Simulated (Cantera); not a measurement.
An adiabatic, constant-volume homogeneous reactor starts with 17.3 % CO, 0.588 % H2, 3.46 % CH4, 16.5 % O2, 62.1 % N2, at 1525 K and 0.207 atm.

Computed with Cantera and GRI-Mech 3.0 (53 species, 325 reactions).

Problem. Predict: time of steepest temperature rise; temperature at 0.200 s; equilibrium temperature; x(CO) at 0.200 s; x(H2) at 0.200 s; x(NO) at 0.200 s; x(H) at 0.200 s; x(CO2) at 0.200 s.

Solution. 
```json
{
  "time_of_steepest_temperature_rise": "1.11 ms",
  "temperature at 0.200 s": "2737 K",
  "equilibrium_temperature": "2737 K",
  "x(CO) at 0.200 s": "0.101 (gas-phase equilibrium 0.101)",
  "x(H2) at 0.200 s": "0.00738 (gas-phase equilibrium 0.00738)",
  "x(NO) at 0.200 s": "0.0138 (gas-phase equilibrium 0.0138)",
  "x(H) at 0.200 s": "0.00929 (gas-phase equilibrium 0.00929)",
  "x(CO2) at 0.200 s": "0.111 (gas-phase equilibrium 0.111)"
}
```
